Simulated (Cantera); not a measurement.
A freely propagating, adiabatic, planar premixed flame of CH₄ : O₂ : N₂ = 1 : 2.33 : 8.74 (molar parts), equivalence ratio 0.86, unburnt at 400 K and 46000 Pa; unity-Lewis-number transport, grid criteria slope 0.08 and curve 0.16, no radiation.

Model: GRI-Mech 3.0 (53 species, 325 reactions), integrated in Cantera. Unity Lewis numbers drop preferential diffusion, which matters most where H2 and H carry the flame. Burning velocities carry a grid error of a few per cent, more on coarse grids.

x: mole fraction of selected species; z is measured from the peak of heat release.

```
z (mm)  T (K)  u (m/s)    x CH₄    x O₂     x CO₂      x O    x HCN    x CH₂O
------  -----  -------  -------  ------  --------  -------  -------  --------
-2.63     400    0.517   0.0828   0.193   2.80e-6    <1e-8    <1e-8   1.55e-7
-1.75     402    0.520   0.0827   0.193   4.71e-5    <1e-8    <1e-8   2.60e-6
-1.31     411    0.531   0.0822   0.192  0.000257    <1e-8    <1e-8   1.40e-5
-0.876      …    0.614   0.0786   0.186         …    <1e-8        …         …
-0.438    844     1.10   0.0558   0.151    0.0112  1.86e-6  3.29e-7  0.000502
-0.219   1227     1.62   0.0302   0.111    0.0220  7.04e-5  6.49e-7  0.000734
0        1612     2.15  0.00544  0.0659    0.0359  0.00154  9.93e-7  0.000445
0.219    1745     2.33        …       …         …        …        …         …
0.438    1789     2.38  4.02e-6  0.0412    0.0551  0.00607  1.53e-7   7.29e-7
0.876    1850     2.45    <1e-8  0.0379    0.0616  0.00551  1.22e-8     <1e-8
1.75     1925     2.54    <1e-8  0.0353    0.0659  0.00413    <1e-8     <1e-8
3.50     2000     2.62    <1e-8  0.0329    0.0701  0.00264    <1e-8     <1e-8
7.00     2064     2.69    <1e-8  0.0307    0.0742  0.00153    <1e-8     <1e-8
```

Task: What belongs in the gaps?

Result: 
- -0.876, T (K): 474
- -0.876, x CO₂: 0.00176
- -0.876, x HCN: 5.18e-8
- -0.876, x CH₂O: 9.26e-5
- 0.219, x CH₄: 0.000191
- 0.219, x O₂: 0.0459
- 0.219, x CO₂: 0.0479
- 0.219, x O: 0.00524
- 0.219, x HCN: 5.32e-7
- 0.219, x CH₂O: 3.06e-5
